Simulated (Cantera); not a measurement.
An isothermal, constant-pressure homogeneous reactor starts with CH4 : O2 : N2 = 0.0049 : 0.0054 : 1 (molar parts), at 1298 K and 400000 Pa.

Computed with Cantera and GRI-Mech 3.0 (53 species, 325 reactions).

x: mole fraction; the columns are a selection and need not sum to one.

```
t (s)        x CH4        x O2       x H2O         x H       x CO2
--------  --------  ----------  ----------  ----------  ----------
0.000400   0.00485     0.00534     8.93e-9    1.51e-10      <1e-12
0.00123    0.00485     0.00534     5.42e-8    2.16e-10    5.56e-12
0.00380    0.00485     0.00534     3.88e-7    3.34e-10    1.60e-10
0.0117     0.00485     0.00534     2.28e-6    5.03e-10     1.96e-9
0.0360     0.00483     0.00534  (withheld)    9.96e-10  (withheld)
0.111      0.00474     0.00529     7.09e-5     4.06e-9     1.75e-7
0.342      0.00358     0.00453     0.00105     8.08e-8     1.84e-5
1.05      0.000437     3.71e-5     0.00588     1.10e-7    0.000666
3.25      0.000434     5.07e-6     0.00582     3.78e-8    0.000772
10.0      0.000430  (withheld)     0.00569  (withheld)  (withheld)
```

Task: Complete the blanks.

Result: 
- 0.0360, x H2O: 1.10e-5
- 0.0360, x CO2: 1.32e-8
- 10.0, x O2: 1.97e-7
- 10.0, x H: 2.85e-8
- 10.0, x CO2: 0.000910
